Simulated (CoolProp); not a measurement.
Saturation properties of methanol (Tc = 240.2 °C, pc = 8.216 MPa, ω = 0.565).

The numbers come from the reference Helmholtz-energy equation of state, de Reuck 1993 in CoolProp.

```csv
T (°C),p (MPa),liquid density (kg/m³),liquid cp (kJ/(kg K)),liquid viscosity (µPa s)
127.65,0.7906,677.6,3.502,170
132.25,0.8933,671.5,3.565,163
136.85,1.006,665.2,3.631,156
141.45,1.131,658.8,3.701,149
146.15,1.270,652.0,3.775,143
150.75,1.419,645.1,3.852,137
155.35,1.581,637.9,3.934,131
159.95,1.758,630.5,4.021,125
164.55,1.949,622.8,4.115,120
169.15,2.157,614.8,4.216,114
173.75,2.382,606.4,4.327,109
178.35,2.624,597.6,4.447,104
182.95,2.885,588.4,4.582,99.4
187.65,3.172,578.4,4.736,94.7
```

It boils at 64.5 °C under 1 atm.

Viscosity comes from a separate model (Xiang 2006).
